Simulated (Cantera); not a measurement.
A closed system holds: 1 mol BN, a varied amount of H₂, at 1000 Pa.

Method: chemical equilibrium by Gibbs-energy minimisation in Cantera with the NASA 1993 tables (ideal gas, pure condensed phases). Candidate condensed phases: B, BN; 15 gas species. Mutual solubility and eutectic melting of coexisting phases are not modelled. Equilibrium is a limit: real reactors are often held back by kinetics, nucleation or transport.

Q: What condenses at these points (T in K, n(H₂) in mol): (1073, 14); (973, 130); (1973, 130); (1673, 14); (1273, 6.4); (1873, 60)?

A: 
| T (K) | n(H₂) in mol | condensed phases | B condensed (%) |
|---|---|---|---|
| 1073 | 14 | BN | 100.0 |
| 973 | 130 | BN | 100.0 |
| 1973 | 130 | B | 94.7 |
| 1673 | 14 | B + BN | 99.9 |
| 1273 | 6.4 | BN | 100.0 |
| 1873 | 60 | B + BN | 98.7 |
